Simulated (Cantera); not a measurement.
**Diamond growth**

A diamond (100) surface in a fixed gas of H2 with x(CH4) = 0.026, x(H) = 0.0028, x(CH3) = 0.00017, at 1350 K; coverages are run to steady state.

Detailed kinetics in Cantera: the Harris–Goodwin 1993 mechanism for the reconstructed diamond (100) surface.

| P (Pa) | growth (µm/h) | θ c6HH | θ c6H* | θ c6*H | θ c6** | θ c6HM |
|---|---|---|---|---|---|---|
| 900 | 0.131 | 0.373 | 0.0535 | 0.528 | 0.0447 | 2.29e-5 |
| 1300 | 0.224 | 0.373 | 0.0535 | 0.528 | 0.0447 | 3.43e-5 |
| 1800 | 0.352 | 0.373 | 0.0535 | 0.528 | 0.0446 | 4.90e-5 |
| 2700 | 0.602 | 0.373 | 0.0535 | 0.528 | 0.0446 | 7.58e-5 |
| 3800 | 0.933 | 0.373 | 0.0535 | 0.528 | 0.0445 | 0.000109 |
| 5500 | 1.49 | 0.373 | 0.0535 | 0.528 | 0.0445 | 0.000159 |
| 7800 | 2.30 | 0.373 | 0.0535 | 0.528 | 0.0445 | 0.000227 |
| 11000 | 3.56 | 0.373 | 0.0535 | 0.527 | 0.0445 | 0.000320 |
θ: site fractions in the mechanism's names (c6HH fully hydrogenated, c6H* and c6*H radical sites, c6** diradical, c6HM methylated).
